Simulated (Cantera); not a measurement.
An isothermal, constant-pressure homogeneous reactor starts with CH₄ : N₂ = 1 : 29 (molar parts), at 1500 K and 6.30 Torr.

Detailed kinetics in Cantera: GRI-Mech 3.0 (53 species, 325 reactions). GRI-Mech 3.0 stops at C3 and has no aromatics, soot or wall deposition, so with more carbon than oxygen in the feed, carbon stays in small species such as C2H2 where larger ones or solid carbon would form. Radical loss at walls, strong at low pressure, is not modelled.

### Question
Predict: x(CH₄) at 10.0 s; x(C₂H₂) at 10.0 s; x(HCN) at 10.0 s; x(H₂) at 10.0 s; x(C₂H₆) at 10.0 s.

### Answer
```json
{
  "x(CH₄) at 10.0 s": "0.0147 (gas-phase equilibrium 4.17e-6)",
  "x(C₂H₂) at 10.0 s": "0.00874 (gas-phase equilibrium 0.00304)",
  "x(HCN) at 10.0 s": "9.15e-8 (gas-phase equilibrium 0.0262)",
  "x(H₂) at 10.0 s": "0.0267 (gas-phase equilibrium 0.0484)",
  "x(C₂H₆) at 10.0 s": "3.09e-6 (gas-phase equilibrium 1.22e-12)"
}
```
